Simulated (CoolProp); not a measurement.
Properties of ammonia along the isobar 8490 kPa.

The numbers come from the reference Helmholtz-energy equation of state, Gao 2020 in CoolProp.

```
T (°C)   phase  density (kg/m³)  conductivity (mW/(m K))  Prandtl number
------  ------  ---------------  -----------------------  --------------
36.15   liquid            593.3                      468            1.26
59.05   liquid       (withheld)                      407            1.24
81.85   liquid            512.1               (withheld)            1.29
104.75  liquid            451.9               (withheld)            1.53
127.65     gas            70.89               (withheld)            1.60
150.55     gas       (withheld)                     58.5            1.22
173.45     gas       (withheld)                     57.3            1.09
196.35     gas            44.96                     58.5            1.02
219.25     gas            41.24                     60.7           0.972
242.15     gas            38.29                     63.5           0.938
265.05     gas            35.85                     66.6           0.914
287.95     gas            33.79                     69.7      (withheld)
```

### Question
Some entries are withheld; supply them.

### Answer

- 59.05, density (kg/m³): 556.1
- 81.85, conductivity (mW/(m K)): 346
- 104.75, conductivity (mW/(m K)): 281
- 127.65, conductivity (mW/(m K)): 66.0
- 150.55, density (kg/m³): 57.23
- 173.45, density (kg/m³): 49.92
- 287.95, Prandtl number: 0.898

Viscosity comes from a separate model (Fenghour 1995). Thermal conductivity comes from a separate model (Tufeu 1984).
